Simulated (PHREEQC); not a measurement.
Synthetic water in mg/L, 20 °C, pH 2.91, pe 11.3:

```json
[
 {"constituent": "Na", "mg/L": "105"},
 {"constituent": "K", "mg/L": "39"},
 {"constituent": "Ca", "mg/L": "111"},
 {"constituent": "Mg", "mg/L": "57.3"},
 {"constituent": "Cl", "mg/L": "39.9"},
 {"constituent": "S(6) as SO4", "mg/L": "1460"},
 {"constituent": "Al", "mg/L": "5.67"},
 {"constituent": "Mn(2)", "mg/L": "2.97"},
 {"constituent": "Li", "mg/L": "0.0162"},
 {"constituent": "Fe(3)", "mg/L": "173"}
]
```

Valence states are taken as typed.

Model: ion-association model, wateq4f.dat, run in PHREEQC.

No solid was allowed to form.

### Question
Order these S species by the share of S that they hold, largest first: SO4-2, MgSO4, FeSO4+, CaSO4, HSO4-.

### Answer
SO4-2 (63 %), FeSO4+ (15 %), CaSO4 (6.0 %), MgSO4 (5.5 %), HSO4- (4.2 %)

The pH is 2.91 and the ionic strength 0.0334 mol/kgw. Saturation is exceeded, for instance for Jarosite-K, Jarosite-Na; the values hold only as long as no solid forms. Complexes and solids missing from the database can't appear.
